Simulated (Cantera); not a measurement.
Feed: 1 mol Cu2O, 0.6 mol CO, 4.7 mol H2, equilibrated at 4.28 Torr.

Cantera equilibrium calculation (NASA polynomials, part measured and part estimated; ideal gas, pure solids and liquids). Candidate condensed phases: C, C6H6, C7H8, C8H18, Cu, CuO, Cu(OH)2, Cu2O, H2O; 113 gas species. Equilibrium is a limit: real reactors are often held back by kinetics, nucleation or transport.

Q: Which condensed phases are stable at each of these points (T (K)): 1700, 1725, 1750, 1775, 1800, 1825, 1850, 1875, 1900, 1925, 1950, 1975, 2000?

A: 
```csv
T (K),condensed phases,Cu condensed (%)
1700,Cu(l),92.4
1725,Cu(l),89.4
1750,Cu(l),85.3
1775,Cu(l),79.7
1800,Cu(l),72.0
1825,Cu(l),61.4
1850,Cu(l),46.6
1875,Cu(l),25.3
1900,gas only,0.0
1925,gas only,0.0
1950,gas only,0.0
1975,gas only,0.0
2000,gas only,0.0
```

From 1700 K to 1875 K the condensed part is Cu(l). From 1900 K to 2000 K nothing is condensed.
